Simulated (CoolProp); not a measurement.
Vapour-liquid equilibrium of CHF3 (R23) (1) + R113 (2) at 257.2 K; x and y are mole fractions of (1).

The numbers come from the multi-fluid Helmholtz-energy mixture model, Penoncello 2003 and Marx 1992; pair parameters Bell 2016 in CoolProp.

Task: Give the bubble pressure and the first vapour's composition at x = 0.5, 0.65, 0.8. Is there an azeotrope?

Result: x = 0.5: 1.137 MPa, y = 0.993; x = 0.65: 1.223 MPa, y = 0.994; x = 0.8: 1.309 MPa, y = 0.995. No azeotrope shows between x = 0.05 and 0.95.

Pair parameters are fitted to limited data, so mixtures are less certain than the pure fluids. The gap from Raoult's law changes sign with composition, which may be real or a fault of the pair parameters; it wasn't checked against measurements. With so large a gap from Raoult's law the liquid may split in two, which this calculation doesn't test in full.
